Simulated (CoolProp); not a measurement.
Vapour-liquid equilibrium of R134a (1) + dimethyl ether (2) at 337.3 K; x and y are mole fractions of (1).

Values from CoolProp's multi-fluid Helmholtz-energy mixture model, Tillner-Roth 1994 and Wu 2011; pair parameters Bell 2016.

| x | bubble pressure, mixture model (bar) | bubble pressure, Raoult's law (bar) | y, mixture model | y, Raoult's law |
|---|---|---|---|---|
| 0.05 | 15.82 | 16.03 | 0.047 | 0.058 |
| 0.2 | 15.73 | 16.43 | 0.201 | 0.226 |
| 0.35 | 15.87 | 16.82 | 0.366 | 0.386 |
| 0.5 | 16.24 | 17.22 | 0.530 | 0.538 |
| 0.65 | 16.78 | 17.61 | 0.686 | 0.684 |
| 0.8 | 17.47 | 18.01 | 0.829 | 0.823 |
| 0.95 | 18.25 | 18.40 | 0.959 | 0.957 |

The largest gap from Raoult's law is -5.7 % in bubble pressure, at x = 0.5. y crosses x between x = 0.05 and 0.2: the model has an azeotrope there.

Pair parameters are fitted to limited data, so mixtures are less certain than the pure fluids.
